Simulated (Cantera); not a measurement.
# Adiabatic ignition

An adiabatic, constant-pressure homogeneous reactor starts with 13.0 % CH4, 1.30 % C2H6, 18.0 % O2, 67.7 % N2, equivalence ratio 1.7, at 1698 K and 500000 Pa.

Model: GRI-Mech 3.0 (53 species, 325 reactions), integrated in Cantera.

| t (s) | T (K) | x CH4 | x C2H6 | x O2 | x CO | x H2 |
|---|---|---|---|---|---|---|
| 1.00e-5 | 1712 | 0.122 | 0.00952 | 0.173 | 0.00139 | 0.00467 |
| 2.61e-5 | 2727 | 0.000586 | 1.77e-7 | 0.00683 | 0.114 | 0.0927 |
| 6.81e-5 | 2835 | 1.98e-11 | <1e-12 | 0.000263 | 0.114 | 0.104 |
| 0.000178 | 2836 | 2.09e-11 | <1e-12 | 0.000252 | 0.114 | 0.105 |
| 0.000464 | 2834 | 2.13e-11 | <1e-12 | 0.000246 | 0.114 | 0.105 |
| 0.00121 | 2833 | 2.15e-11 | <1e-12 | 0.000244 | 0.114 | 0.105 |
| 0.00316 | 2833 | 2.15e-11 | <1e-12 | 0.000244 | 0.114 | 0.105 |
| 0.00825 | 2833 | 2.15e-11 | <1e-12 | 0.000244 | 0.114 | 0.105 |
| 0.0215 | 2833 | 2.15e-11 | <1e-12 | 0.000244 | 0.114 | 0.105 |
| 0.0562 | 2833 | 2.15e-11 | <1e-12 | 0.000244 | 0.114 | 0.105 |
| 0.147 | 2833 | 2.15e-11 | <1e-12 | 0.000244 | 0.114 | 0.105 |
| 0.383 | 2833 | 2.15e-11 | <1e-12 | 0.000244 | 0.114 | 0.105 |
| 1.00 | 2833 | 2.15e-11 | <1e-12 | 0.000244 | 0.114 | 0.105 |
x: mole fraction; the columns are a selection and need not sum to one.

| Property | Value |
|---|---|
| time of steepest temperature rise | 25.3 µs |
| temperature at 1.00 s | 2833 K |
| equilibrium temperature | 2833 K |
| x(CH4) at 1.00 s | 2.15e-11 (gas-phase equilibrium 2.44e-11) |
| x(C2H6) at 1.00 s | <1e-12 (gas-phase equilibrium <1e-12) |
| x(O2) at 1.00 s | 0.000244 (gas-phase equilibrium 0.000244) |
